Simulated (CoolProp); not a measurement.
Vapour-liquid equilibrium of R227EA (1) + n-butane (2) at 251.5 K; x and y are mole fractions of (1).

Values from CoolProp's multi-fluid Helmholtz-energy mixture model, Lemmon 2016 and Bücker 2006; pair parameters Bell 2016.

Problem. Give the bubble pressure and the first vapour's composition at x = 0.05, 0.35, 0.5. Is there an azeotrope?

Solution. x = 0.05: 0.06368 MPa, y = 0.364; x = 0.35: 0.09579 MPa, y = 0.624; x = 0.5: 0.09680 MPa, y = 0.635. y crosses x between x = 0.65 and 0.725: the model has an azeotrope there.

Pair parameters are fitted to limited data, so mixtures are less certain than the pure fluids. With so large a gap from Raoult's law the liquid may split in two, which this calculation doesn't test in full.
